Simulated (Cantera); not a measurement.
Input: 1 mol c-C₄F₈, 0.022 mol CH₄, a varied amount of H₂, equilibrated at 1373 K and 770 Pa.

Method: chemical equilibrium by Gibbs-energy minimisation in Cantera with the NASA 1993 tables (ideal gas, pure condensed phases). Candidate condensed phases: C, C₆H₆, C₇H₈, C₈H₁₈; 95 gas species. The feed counts by its element totals alone. Gases not in the tables: C₂F₆ and larger saturated fluorocarbons. Equilibrium is a limit: real reactors are often held back by kinetics, nucleation or transport.

Question: At 2.3 mol H₂, list the 3 most abundant gas species with their mole fractions, and the condensed phases.

Answer: HF 0.850, CF₄ 0.150, CF₂ 2.37e-5. Condensed: C(graphite).
